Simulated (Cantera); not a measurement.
Input (Python, Cantera) and output of one run.

```python
import numpy as np
import cantera as ct

gas_names = """
    H HNO HNO2 HNO3 HO2 H2 H2O H2O2 N NH NH2 NH3 NH2OH NO NO2 NO3 N2 N2H2 N2H4 N2O O OH O2 O3 Si SiH
    SiH2 SiH3 SiH4 SiN SiO SiO2 Si2 Si2N Si3
""".split()
cond_names = """
    H2O(s) H2O(L) Si(cr) Si(L) SiO2(Lqz) SiO2(hqz) SiO2(L) Si2N2O(s) Si3N4(a)
""".split()


def load(file, names, dense=False):
    # The tables refer to 1 bar. Condensed volumes are neglected.
    table = {s.name: s for s in ct.Species.list_from_file(file)}
    out = []
    for n in names:
        d = dict(table[n].input_data)
        d["thermo"] = dict(d["thermo"], **{"reference-pressure": 1e5})
        if dense:
            d["equation-of-state"] = {"model": "constant-volume", "density": "1e6 g/cm^3"}
        out.append(ct.Species.from_dict(d))
    return out


gas = ct.Solution(thermo="ideal-gas", species=load("nasa_gas.yaml", gas_names))
cond = {s.name: ct.Solution(thermo="fixed-stoichiometry", species=[s], name=s.name)
        for s in load("nasa_condensed.yaml", cond_names, dense=True)}
atoms = {
    'Si': {'Si': 1},
    'H2O': {'H': 2, 'O': 1},
    'N2': {'N': 2},
}
top_T = {'Si2N2O(s)': 2100, 'Si3N4(a)': 2400}  # K; cautious upper limits of use, not melting points


def equilibrate(T, P, feed):
    n = {}
    for name, mol in feed.items():
        for a, k in atoms[name].items():
            n[a] = n.get(a, 0.0) + k * mol
    gas.TPX = T, P, n
    mass = sum(n.values()) * gas.mean_molecular_weight
    gas.equilibrate("TP")
    valid = [c for c in cond.values() if c.min_temp <= T <= top_T.get(c.name, c.max_temp)]
    mix = ct.Mixture([(gas, mass / gas.mean_molecular_weight)] + [(c, 0.0) for c in valid])
    mix.T, mix.P = T, P
    mix.equilibrate("TP", solver="vcs", rtol=1e-11, max_steps=5000)
    return mix


results = []
T = 1873  # K
P = 133.322  # Pa
for m in [26, 76, 130, 180, 230, 280, 330, 380]:
    feed = {'Si': 1, 'H2O': 0.2, 'N2': m}  # mol
    mix = equilibrate(T, P, feed)
    results.append((T, P, feed, dict(zip(mix.species_names, mix.species_moles))))

top = {s: max(r[3][s] / sum(r[3][g] for g in gas_names) for r in results) for s in gas_names}
cols = sorted((s for s in top if top[s] > 1e-05), key=lambda s: -top[s])[:6]
seen = [c for c in cond_names if any(r[3].get(c, 0) > 1e-12 for r in results)]
print("log10 of partial pressures in bar; condensed amounts in mol")
print(f"{'n(N2)':>10s}" + "".join(f"{s[:9]:>10s}" for s in cols + seen))
for T, P, feed, n in results:
    ng = sum(n[g] for g in gas_names)
    print(f"{feed['N2']:10.4g}" + "".join(f"{np.log10(max(n[s] / ng * P / 1e5, 1e-99)):10.3f}" for s in cols)
          + "".join(f"{n.get(c, 0):10.4g}" for c in seen))
```

Output:

```
log10 of partial pressures in bar; condensed amounts in mol
     n(N2)        N2       SiO        H2        Si         H      Si2N     Si(L)
        26    -2.885    -4.999    -5.044    -5.055    -5.712    -6.768    0.6109
        76    -2.881    -5.460    -5.536    -5.055    -5.958    -6.766    0.2536
       130    -2.879    -5.692    -5.791    -5.117    -6.086    -6.891         0
       180    -2.878    -5.832    -5.948    -5.252    -6.164    -7.159         0
       230    -2.877    -5.938    -6.069    -5.354    -6.225    -7.364         0
       280    -2.877    -6.023    -6.167    -5.437    -6.274    -7.529         0
       330    -2.877    -6.094    -6.250    -5.506    -6.315    -7.668         0
       380    -2.877    -6.155    -6.322    -5.566    -6.351    -7.788         0
```

Equilibrium computed with Cantera from the NASA thermochemical tables; the gas is ideal and each condensed phase is pure. The tables' values for SiN are old estimates; treat these amounts as uncertain.
